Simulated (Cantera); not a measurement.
Cantera run:

```python
import numpy as np
import cantera as ct

gas_names = """
    H HO2 H2 H2O H2O2 O OH O2 O3 Pb PbO Pb2
""".split()
cond_names = """
    H2O(s) H2O(L) Pb(cr) Pb(L) PbO(rd) PbO(yw) PbO(L) PbO2(s) Pb3O4(s)
""".split()


# ... load() reads the species with a 1 bar reference pressure and builds the phases ...
atoms = {
    'PbO': {'Pb': 1, 'O': 1},
    'O2': {'O': 2},
    'H2': {'H': 2},
}
top_T = {'Pb3O4(s)': 820}  # K; cautious upper limits of use, not melting points


# ... equilibrate(T, P, feed) seeds the gas with the atoms and calls Mixture.equilibrate('TP', solver="vcs", rtol=1e-11, max_steps=5000) ...
results = []
feed = {'PbO': 1, 'O2': 0.78, 'H2': 0.74}  # mol
P = 130  # Pa
for T in [1000, 1050, 1100, 1150, 1200, 1250, 1300, 1350, 1400, 1450, 1500, 1550]:
    mix = equilibrate(T, P, feed)
    results.append((T, P, feed, dict(zip(mix.species_names, mix.species_moles))))

top = {s: max(r[3][s] / sum(r[3][g] for g in gas_names) for r in results) for s in gas_names}
cols = sorted((s for s in top if top[s] > 0.001), key=lambda s: -top[s])[:6]
seen = [c for c in cond_names if any(r[3].get(c, 0) > 1e-12 for r in results)]
print("log10 of partial pressures in bar; condensed amounts in mol")
print(f"{'T/K':>10s}" + "".join(f"{s[:9]:>10s}" for s in cols + seen))
for T, P, feed, n in results:
    ng = sum(n[g] for g in gas_names)
    print(f"{T:10.4g}" + "".join(f"{np.log10(max(n[s] / ng * P / 1e5, 1e-99)):10.3f}" for s in cols)
          + "".join(f"{n.get(c, 0):10.4g}" for c in seen))
```

It prints:

```
log10 of partial pressures in bar; condensed amounts in mol
       T/K       H2O       PbO        O2        Pb        OH   PbO(yw)    PbO(L)
      1000    -3.078    -6.516    -3.334    -9.350    -8.642    0.9997         0
      1050    -3.078    -5.830    -3.334    -8.350    -8.238    0.9987         0
      1100    -3.080    -5.208    -3.336    -7.443    -7.872    0.9945         0
      1150    -3.085    -4.643    -3.342    -6.615    -7.540    0.9793         0
      1200    -3.102    -4.166    -3.357    -5.892    -7.245         0     0.935
      1250    -3.147    -3.738    -3.400    -5.223    -6.995         0    0.8042
      1300    -3.284    -3.346    -3.521    -4.568    -6.832         0    0.3192
      1350    -3.358    -3.268    -3.570    -4.278    -6.639         0         0
      1400    -3.362    -3.289    -3.556    -4.131    -6.412         0         0
      1450    -3.367    -3.317    -3.541    -4.004    -6.201         0         0
      1500    -3.372    -3.350    -3.524    -3.893    -6.004         0         0
      1550    -3.378    -3.389    -3.506    -3.799    -5.820         0         0
```

Method: chemical equilibrium by Gibbs-energy minimisation in Cantera with the NASA 1993 tables (ideal gas, pure condensed phases). Gases not in the tables: (PbO)n polymers.
